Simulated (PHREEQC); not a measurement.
A PHREEQC input (ion-association model, phreeqc.dat):

```
SOLUTION 1
  temp 25
  units mg/L
  pH 6.48 charge
  pe 11.3
  Na 1.12
  K 1.71
  Ca 2.52
  Mg 0.289
  Cl 4
  S(6) 2.73 as SO4
  Alkalinity 4.07 as HCO3
  F 0.00459
  Si 0.0729 as SiO2
  Zn 0.0129
  Li 0.00441
  Br 0.0158
END
USE solution 1
EQUILIBRIUM_PHASES 1
  Gypsum 0 0
  Chalcedony 0 0
  CO2(g) -2 10
END
```

It stops with these messages:

```
ERROR: pH adustment cannot attain charge balance when alkalinity is fixed.
ERROR: Program terminating due to input errors.
```

The fault: pH asked from the charge balance while alkalinity is fixed. The line should read `pH 6.48` where the input has `pH 6.48 charge`. With the mend the run ends at pH 5.65 and ionic strength 0.000344 mol/kgw.
